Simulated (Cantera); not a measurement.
Charge: 1 mol PbO, 8.6 mol CO, held at 2550 K and 33.0 Pa.

Method: chemical equilibrium by Gibbs-energy minimisation in Cantera with the NASA 1993 tables (ideal gas, pure condensed phases). Candidate condensed phases: C, Pb, PbO, PbO2, Pb3O4; 15 gas species. Equilibrium is a limit: real reactors are often held back by kinetics, nucleation or transport.

Base state: CO 0.811, Pb 0.0964, O 0.0672, CO2 0.0204, O2 0.00438, PbO 0.000336 (mole fractions); condensed: gas only.

Question: What changes in the equilibrium state with this change: PbO replaced by TiO2?

Answer: 
| species | before | after |
|---|---|---|
| CO | 0.811 | 0.857 |
| TiO2 | 0 | 0.0578 |
| TiO | 0 | 0.0429 |
| Pb | 0.0964 | 0 |
| O | 0.0672 | 0.0312 |
| CO2 | 0.0204 | 0.0100 |
| PbO | 0.000336 | 0 |
| Ti | 0 | 0.000115 |
| O2 | 0.00438 | 0.000944 |
Further candidate phases: Ti, TiC, TiO, TiO2, Ti2O3, Ti3O5, Ti4O7.
